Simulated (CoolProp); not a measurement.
Dodecamethylcyclohexasiloxane (D6) along the isotherm 620 K: fugacity coefficient from the reference equation and from simpler models built on Tc = 645.8 K, pc = 961.4 kPa, ω = 0.736; each cubic takes its own stable root.

Values from CoolProp's reference Helmholtz-energy equation of state, Colonna 2008. It is a short technical equation, of lower accuracy than the large ones.

```
p (kPa)   phase  reference  van der Waals  Redlich-Kwong  Peng-Robinson
-------  ------  ---------  -------------  -------------  -------------
30.4        gas     0.9848         0.9897         0.9879         0.9860
49.1        gas     0.9756         0.9833         0.9805         0.9775
79.4        gas     0.9607         0.9730              ?         0.9637
128         gas     0.9371         0.9565         0.9494         0.9418
207         gas     0.8995         0.9298         0.9186         0.9067
335         gas          ?         0.8865         0.8691         0.8506
541         gas     0.7481         0.8162              ?         0.7617
873      liquid     0.5416         0.6798         0.6278         0.5585
1410     liquid     0.3661         0.4814         0.4319              ?
2280     liquid     0.2591         0.3617              ?         0.2659
3680     liquid          ?         0.2990         0.2414         0.2002
5950     liquid     0.1672         0.2860         0.2089         0.1662
9610     liquid     0.1673         0.3424         0.2134         0.1603
```

**Question.** Complete the blanks.

**Answer.** 
- 79.4, Redlich-Kwong: 0.9685
- 335, reference: 0.8402
- 541, Redlich-Kwong: 0.7899
- 1410, Peng-Robinson: 0.3773
- 2280, Redlich-Kwong: 0.3113
- 3680, reference: 0.1972
